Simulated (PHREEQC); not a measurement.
A column of 1 m (40 cells, dispersivity 0.05 m, 720 s a shift, diffusion coefficient 3e-10 m²/s) holds 0.007 eq of the database's cation exchanger X per kg of pore water, first in equilibrium with 0.0025 mol SrCl2 and 1e-05 mol HCl per kg of water. It is flushed with 2.1 mmol/kgw CaCl2, 1 mmol/kgw NaCl and 0.01 mmol/kgw HCl, at 25 °C. Values are for the last cell. The system is closed to CO2. Precipitation was switched off in this run.

Base run: PHREEQC, ion-association model, phreeqc.dat. Each further column changes one thing. The table gives Ca in solution (mol/kgw).

```csv
pore volumes,base,exchange capacity from 0.007 to 0.0035 eq/kgw,dispersivity from 0.05 to 0.1 m
0,0,0,0
0.4625,1.10e-9,1.23e-7,3.55e-7
0.9125,9.57e-6,0.000101,5.98e-5
1.363,0.000142,0.000592,0.000303
1.812,0.000476,0.00118,0.000650
2.263,0.000888,0.00162,0.000994
2.712,0.00126,0.00187,0.00128
3.163,0.00154,0.00200,0.00151
3.612,0.00174,0.00206,0.00168
4.062,0.00188,0.00208,0.00180
4.513,0.00197,0.00209,0.00189
4.963,0.00202,0.00210,0.00196
```
